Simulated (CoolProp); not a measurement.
Vapour-liquid equilibrium of carbon dioxide (1) + 1-butene (2) at -17.35 °C; x and y are mole fractions of (1).

Values from CoolProp's multi-fluid Helmholtz-energy mixture model, Span 1996 and Lemmon 2005; pair parameters Bell 2016.

| x | bubble pressure (MPa) | y at the bubble point | dew pressure at overall composition x (MPa) | liquid density (mol/L) |
|---|---|---|---|---|
| 0.05 | 0.1913 | 0.667 | 0.06790 | 11.71 |
| 0.125 | 0.3906 | 0.842 | 0.07373 | 12.23 |
| 0.2 | 0.5895 | 0.898 | 0.08063 | 12.79 |
| 0.275 | 0.7783 | 0.925 | 0.08892 | 13.40 |
| 0.35 | 0.9510 | 0.941 | 0.09908 | 14.04 |
| 0.425 | 1.105 | 0.951 | 0.1118 | 14.74 |
| 0.5 | 1.242 | 0.959 | 0.1283 | 15.49 |
| 0.575 | 1.366 | 0.965 | 0.1505 | 16.32 |
| 0.65 | 1.483 | 0.970 | 0.1820 | 17.22 |
| 0.725 | 1.599 | 0.975 | 0.2301 | 18.22 |
| 0.8 | 1.722 | 0.981 | 0.3129 | 19.33 |
| 0.875 | 1.859 | 0.987 | 0.4883 | 20.60 |
| 0.95 | 2.016 | 0.994 | 1.081 | 22.06 |

No azeotrope shows between x = 0.05 and 0.95.

The pair parameters rest on a limited set of measurements; away from them the model extrapolates. The gap from Raoult's law changes sign with composition, which may be real or a fault of the pair parameters; it wasn't checked against measurements.
